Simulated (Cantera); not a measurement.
Charge: 1 mol MgO, 3.5 mol H2, at 1330 Pa.

Equilibrium computed with Cantera from the NASA thermochemical tables; the gas is ideal and each condensed phase is pure. Candidate condensed phases: H2O, Mg, MgO, Mg(OH)2; 15 gas species. Rates play no part.

Q: What share of the Mg ends up in condensed phases as a function of T (K), at 1600, 1625, 1650, 1675, 1700, 1725, 1750, 1775, 1800, 1825, 1850, 1875, 1900?

A: 
```csv
T (K),Mg condensed (%),as
1600,99.7,MgO(s)
1625,99.6,MgO(s)
1650,99.4,MgO(s)
1675,99.3,MgO(s)
1700,99.1,MgO(s)
1725,98.8,MgO(s)
1750,98.5,MgO(s)
1775,98.1,MgO(s)
1800,97.6,MgO(s)
1825,97.0,MgO(s)
1850,96.3,MgO(s)
1875,95.4,MgO(s)
1900,94.4,MgO(s)
```
